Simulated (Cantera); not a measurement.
Input: 1 mol Al(CH3)3, 0.89 mol NH3, 290 mol H2, 7.1 mol H2O, at 1800 Pa.

Cantera equilibrium calculation (NASA polynomials, part measured and part estimated; ideal gas, pure solids and liquids). Candidate condensed phases: Al, AlN, Al2O3, C, C6H6, C7H8, C8H18, H2O; 148 gas species. The feed counts by its element totals alone. Kinetics and transport are ignored. All values below are at 1450 K.

Base state: H2 0.980, CO 0.00976, H2O 0.00845, N2 0.00145, H 6.98e-5, CO2 3.54e-5 (mole fractions); condensed: Al2O3(s).

Q: What changes in the equilibrium state with this change: Al(CH3)3 replaced by Al?

A: 
```tsv
species	before	after
H2	0.980	0.980
H2O	0.00845	0.0187
N2	0.00145	0.00149
CO	0.00976	0
CO2	3.54e-5	0
H	6.98e-5	6.98e-5
Al2O3(s), mol	0.500	0.500
```
